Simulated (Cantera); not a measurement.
Thermodynamics of hydrogen reduction and annealing atmospheres, feed Cr2O3 + H2 + N2

Feed: 1 mol Cr2O3, 1700 mol H2, 2.3 mol N2, equilibrated at 675 °C.

Cantera equilibrium calculation (NASA polynomials, part measured and part estimated; ideal gas, pure solids and liquids). Candidate condensed phases: Cr, CrN, Cr2N, Cr2O3, H2O; 29 gas species. Kinetics and transport are ignored.

```tsv
P (Pa)	log p H2	log p N2	log p NH3	log p H2O	log p H	n Cr(s)	n Cr2O3(s)	n Cr2N(s)	n CrN(s)
10	-4.00	-6.87	-12.51	-9.45	-11.28	0.00405	0.998	0	0
52	-3.28	-6.15	-11.08	-8.73	-10.92	0.00405	0.998	0	0
270	-2.57	-5.44	-9.65	-7.91	-10.56	0	0.997	0.00258	0
1400	-1.85	-4.72	-8.22	-7.08	-10.21	0	0.997	0.00339	0
7200	-1.14	-4.01	-6.80	-6.25	-9.85	0	0.996	0.00445	0
37000	-0.43	-3.30	-5.38	-5.38	-9.49	0	0.994	0	0.0126
190000	0.28	-2.60	-3.96	-4.44	-9.14	0	0.989	0	0.0217
1000000	1.00	-1.92	-2.54	-3.49	-8.78	0	0.982	0	0.0365
```
log p: log10 of the partial pressure in bar; n: condensed amount in mol.

From 10.0 Pa to 52.0 Pa the condensed part is Cr(s) + Cr2O3(s). From 2.70 mbar to 72.0 mbar the condensed part is Cr2N(s) + Cr2O3(s). From 0.370 bar to 10.0 bar the condensed part is CrN(s) + Cr2O3(s).
